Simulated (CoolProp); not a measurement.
Dimethyl carbonate along the isobar 2.23 MPa: Z from the reference equation and from simpler models built on Tc = 557.0 K, pc = 4.909 MPa, ω = 0.346; each cubic takes its own stable root.

Model: reference Helmholtz-energy equation of state, Zhou 2011, in CoolProp.

```csv
T (K),phase,reference
345.5,liquid,0.06979
367.5,liquid,0.06769
389.4,liquid,0.06604
411.3,liquid,0.06482
433.3,liquid,0.06404
455.2,liquid,0.06377
477.1,liquid,0.06415
499.1,liquid,0.06560
521,gas,0.7623
542.9,gas,0.8022
```

Question: How far does each simpler model (van der Waals, Redlich-Kwong, Soave-Redlich-Kwong, Peng-Robinson) lie from the reference over these 10 states: mean and median of the absolute difference, and the worst?

Answer: 
- van der Waals: mean 259.6 %, median 70.7 %, worst +1094.1 % at 499.1 K and 2.23 MPa
- Redlich-Kwong: mean 116.1 %, median 18.2 %, worst +1021.6 % at 499.1 K and 2.23 MPa
- Soave-Redlich-Kwong: mean 11.0 %, median 12.0 %, worst +19.6 % at 499.1 K and 2.23 MPa
- Peng-Robinson: mean 1.6 %, median 1.1 %, worst +5.5 % at 499.1 K and 2.23 MPa

At some of these states van der Waals, Redlich-Kwong gives the other phase, because its saturation line lies elsewhere.
